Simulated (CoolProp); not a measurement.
Vapour-liquid equilibrium of ethylbenzene (1) + m-xylene (2) at 0.0712 MPa; x and y are mole fractions of (1).

Computed with CoolProp (multi-fluid Helmholtz-energy mixture model, Zhou 2012 and Zhou 2012; pair parameters Bell 2016).

Task: Give the bubble temperature and the first vapour's composition at x = 0.2, 0.65, 0.8. Is there an azeotrope?

Result: x = 0.2: 125.7 °C, y = 0.215; x = 0.65: 124.3 °C, y = 0.667; x = 0.8: 124.0 °C, y = 0.811. No azeotrope shows between x = 0.05 and 0.95.

The pair parameters rest on a limited set of measurements; away from them the model extrapolates.
